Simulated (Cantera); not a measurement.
Cantera run:

```python
import numpy as np
import cantera as ct

gas_names = """
    Fe H H2 H2S N NH NH2 NH3 N2 N2H2 N2H4 S SH SN S2 S8
""".split()
cond_names = """
    Fe(a) Fe(c) Fe(d) Fe(L) FeS(a) FeS(b) FeS(c) FeS(L) FeS2(s) S(cr1) S(cr2) S(L)
""".split()


def load(file, names, dense=False):
    # The tables refer to 1 bar. Condensed volumes are neglected.
    table = {s.name: s for s in ct.Species.list_from_file(file)}
    out = []
    for n in names:
        d = dict(table[n].input_data)
        d["thermo"] = dict(d["thermo"], **{"reference-pressure": 1e5})
        if dense:
            d["equation-of-state"] = {"model": "constant-volume", "density": "1e6 g/cm^3"}
        out.append(ct.Species.from_dict(d))
    return out


gas = ct.Solution(thermo="ideal-gas", species=load("nasa_gas.yaml", gas_names))
cond = {s.name: ct.Solution(thermo="fixed-stoichiometry", species=[s], name=s.name)
        for s in load("nasa_condensed.yaml", cond_names, dense=True)}
atoms = {
    'FeS2': {'Fe': 1, 'S': 2},
    'H2S': {'H': 2, 'S': 1},
    'N2': {'N': 2},
}
top_T = {'FeS2(s)': 1010}  # K; cautious upper limits of use, not melting points


def equilibrate(T, P, feed):
    n = {}
    for name, mol in feed.items():
        for a, k in atoms[name].items():
            n[a] = n.get(a, 0.0) + k * mol
    gas.TPX = T, P, n
    mass = sum(n.values()) * gas.mean_molecular_weight
    gas.equilibrate("TP")
    valid = [c for c in cond.values() if c.min_temp <= T <= top_T.get(c.name, c.max_temp)]
    mix = ct.Mixture([(gas, mass / gas.mean_molecular_weight)] + [(c, 0.0) for c in valid])
    mix.T, mix.P = T, P
    mix.equilibrate("TP", solver="vcs", rtol=1e-11, max_steps=5000)
    return mix


results = []
feed = {'FeS2': 1, 'H2S': 1.4, 'N2': 1.4}  # mol
T = 1898.15  # K
P = 1333.22  # Pa
mix = equilibrate(T, P, feed)
results.append((T, P, feed, dict(zip(mix.species_names, mix.species_moles))))
print(gas.report(threshold=0.0001))
for i in range(1, mix.n_phases):
    print(f"{mix.phase(i).name:16s} {mix.phase_moles(i):12.5e} mol")
```

Output:

```
       temperature   1898.2 K
          pressure   1333.2 Pa
           density   0.0025349 kg/m^3
  mean mol. weight   30.007 kg/kmol
   phase of matter   gas

                          1 kg             1 kmol
                     ---------------   ---------------
          enthalpy        3.2136e+06        9.6432e+07  J
   internal energy        2.6877e+06         8.065e+07  J
           entropy            9632.2        2.8904e+05  J/K
    Gibbs function        -1.507e+07        -4.522e+08  J
 heat capacity c_p            1212.6             36388  J/K
 heat capacity c_v            935.54             28073  J/K

                      mass frac. Y      mole frac. X     chem. pot. / RT
                     ---------------   ---------------   ---------------
                Fe         0.0083187         0.0044699            -8.046
                 H        0.00012927         0.0038484           -12.382
                H2          0.021662           0.32244           -24.765
               H2S          0.017726          0.015609            -39.37
                N2            0.3253           0.34844           -32.138
                 S         0.0077271         0.0072324           -14.605
                SH          0.018683          0.016954           -26.987
                S2           0.60045             0.281            -29.21
     [   +8 minor]        7.5837e-06        4.9638e-06

Fe(L)             0.00000e+00 mol
FeS(L)            9.82041e-01 mol
S(L)              0.00000e+00 mol
```

These are equilibrium values from Cantera (NASA tables, ideal gas, pure condensed phases), not measurements of a reactor. FeS: taken at fixed stoichiometry.
